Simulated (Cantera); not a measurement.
Input (Python, Cantera) and output of one run.

```python
import numpy as np
import cantera as ct

gas_names = """
    AL ALCL ALCL2 ALCL3 ALH ALN AL2 AL2CL6 CL CL2 H HCL H2 N NH NH2 NH3 N2 N2H2 N2H4
""".split()
cond_names = """
    AL(cr) AL(L) ALCL3(s) ALCL3(L) ALN(s) NH4CL(a) NH4CL(b)
""".split()


def load(file, names, dense=False):
    # The tables refer to 1 bar. Condensed volumes are neglected.
    table = {s.name: s for s in ct.Species.list_from_file(file)}
    out = []
    for n in names:
        d = dict(table[n].input_data)
        d["thermo"] = dict(d["thermo"], **{"reference-pressure": 1e5})
        if dense:
            d["equation-of-state"] = {"model": "constant-volume", "density": "1e6 g/cm^3"}
        out.append(ct.Species.from_dict(d))
    return out


gas = ct.Solution(thermo="ideal-gas", species=load("nasa_gas.yaml", gas_names))
cond = {s.name: ct.Solution(thermo="fixed-stoichiometry", species=[s], name=s.name)
        for s in load("nasa_condensed.yaml", cond_names, dense=True)}
atoms = {
    'AlCl3': {'AL': 1, 'CL': 3},
    'NH3': {'N': 1, 'H': 3},
    'H2': {'H': 2},
}
top_T = {'ALN(s)': 2750}  # K; cautious upper limits of use, not melting points


def equilibrate(T, P, feed):
    n = {}
    for name, mol in feed.items():
        for a, k in atoms[name].items():
            n[a] = n.get(a, 0.0) + k * mol
    gas.TPX = T, P, n
    mass = sum(n.values()) * gas.mean_molecular_weight
    gas.equilibrate("TP")
    valid = [c for c in cond.values() if c.min_temp <= T <= top_T.get(c.name, c.max_temp)]
    mix = ct.Mixture([(gas, mass / gas.mean_molecular_weight)] + [(c, 0.0) for c in valid])
    mix.T, mix.P = T, P
    mix.equilibrate("TP", solver="vcs", rtol=1e-11, max_steps=5000)
    return mix


results = []
feed = {'AlCl3': 1, 'NH3': 31, 'H2': 120}  # mol
P = 10000  # Pa
for T in [898, 998, 1098, 1198, 1298, 1398, 1498, 1598, 1698, 1798, 1898, 1998, 2098, 2198]:
    mix = equilibrate(T, P, feed)
    results.append((T, P, feed, dict(zip(mix.species_names, mix.species_moles))))

top = {s: max(r[3][s] / sum(r[3][g] for g in gas_names) for r in results) for s in gas_names}
cols = sorted((s for s in top if top[s] > 0.001), key=lambda s: -top[s])[:9]
seen = [c for c in cond_names if any(r[3].get(c, 0) > 1e-12 for r in results)]
print("log10 of partial pressures in bar; condensed amounts in mol")
print(f"{'T/K':>10s}" + "".join(f"{s[:9]:>10s}" for s in cols + seen))
for T, P, feed, n in results:
    ng = sum(n[g] for g in gas_names)
    print(f"{T:10.4g}" + "".join(f"{np.log10(max(n[s] / ng * P / 1e5, 1e-99)):10.3f}" for s in cols)
          + "".join(f"{n.get(c, 0):10.4g}" for c in seen))
```

Output:

```
log10 of partial pressures in bar; condensed amounts in mol
       T/K        H2        N2         H       HCL      ALCL    ALN(s)
       898    -1.045    -2.086   -10.483    -2.797   -12.641    0.9737
       998    -1.045    -2.086    -9.190    -2.799   -10.574    0.9686
      1098    -1.045    -2.086    -8.129    -2.801    -8.889    0.9638
      1198    -1.045    -2.086    -7.243    -2.803    -7.490    0.9591
      1298    -1.045    -2.086    -6.492    -2.806    -6.311    0.9531
      1398    -1.045    -2.085    -5.847    -2.810    -5.307    0.9375
      1498    -1.045    -2.085    -5.287    -2.823    -4.450    0.8684
      1598    -1.045    -2.081    -4.796    -2.871    -3.741     0.585
      1698    -1.046    -2.074    -4.363    -2.982    -3.296         0
      1798    -1.046    -2.075    -3.977    -2.973    -3.283         0
      1898    -1.047    -2.075    -3.631    -2.970    -3.277         0
      1998    -1.048    -2.076    -3.319    -2.968    -3.276         0
      2098    -1.050    -2.077    -3.037    -2.967    -3.280         0
      2198    -1.054    -2.078    -2.781    -2.966    -3.290         0
```

Method: chemical equilibrium by Gibbs-energy minimisation in Cantera with the NASA 1993 tables (ideal gas, pure condensed phases). The tables' values for AlCl2 are old estimates; treat these amounts as uncertain.
